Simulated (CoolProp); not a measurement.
Vapour-liquid equilibrium of ethanol (1) + dimethyl carbonate (2) at 444.5 K; x and y are mole fractions of (1).

Model: multi-fluid Helmholtz-energy mixture model, Schroeder 2014 and Zhou 2011; pair parameters Bell 2016, in CoolProp.

Give the bubble pressure and the first vapour's composition at x = 0.2, 0.35, 0.5. Is there an azeotrope?

x = 0.2: 1.159 MPa, y = 0.404; x = 0.35: 1.343 MPa, y = 0.545; x = 0.5: 1.473 MPa, y = 0.646. y crosses x between x = 0.8 and 0.95: the model has an azeotrope there.

Pair parameters are fitted to limited data, so mixtures are less certain than the pure fluids.
